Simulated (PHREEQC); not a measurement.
Make-up at 20 °C: 0.15 mmol/kgw LiOH. Closed to the air; pH follows from the charge balance.

Equilibrium calculation in PHREEQC: ion-association model, phreeqc.dat.

This is a speciation only: nothing precipitates in the calculation.

Task: What pH does the model give?

Result: pH 10.34.
